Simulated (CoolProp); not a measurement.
Vapour-liquid equilibrium of R134a (1) + R1234ze(E) (2) at 0.0463 bar; x and y are mole fractions of (1).

Values from CoolProp's multi-fluid Helmholtz-energy mixture model, Tillner-Roth 1994 and Thol 2016; pair parameters Bell 2022.

### Question
Give the bubble temperature and the first vapour's composition at x = 0.2, 0.5, 0.65. Is there an azeotrope?

### Answer
x = 0.2: -74.4 °C, y = 0.305; x = 0.5: -76.0 °C, y = 0.587; x = 0.65: -76.5 °C, y = 0.707. No azeotrope shows between x = 0.05 and 0.95.

The pair parameters rest on a limited set of measurements; away from them the model extrapolates.
